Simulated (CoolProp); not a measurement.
A single-stage vapour-compression cycle with propane: evaporating at 193.15 K (dew point), condensing at 227.15 K (bubble point), superheat 5 K, subcooling 2 K, compressor efficiency 0.6, no pressure losses. Each further row changes one setting.

The numbers come from the reference Helmholtz-energy equation of state, Lemmon 2009 in CoolProp.

| case | cooling COP | pressure ratio | discharge temperature (K) | refrigerating effect (kJ/kg) | volumetric capacity (kJ/m³) |
|---|---|---|---|---|---|
| as stated | 3.02 | 6.52 | 291.0 | 400 | 141 |
| evaporating temperature 198.15 K | ___ | 4.72 | 280.7 | 406 | 193 |
| condensing temperature 222.15 K | ___ | 5.15 | 279.4 | 411 | 145 |
| subcooling 7 K | ___ | 6.52 | 291.0 | 411 | 145 |
| superheat 15 K | 2.98 | 6.52 | ___ | ___ | ___ |
| compressor efficiency 0.5 | ___ | 6.52 | 306.7 | 400 | 141 |

Q: What belongs in the gaps?

A: 
- evaporating temperature 198.15 K, cooling COP: 3.71
- condensing temperature 222.15 K, cooling COP: 3.61
- subcooling 7 K, cooling COP: 3.11
- superheat 15 K, discharge temperature (K): 302.5
- superheat 15 K, refrigerating effect (kJ/kg): 412
- superheat 15 K, volumetric capacity (kJ/m³): 138
- compressor efficiency 0.5, cooling COP: 2.52
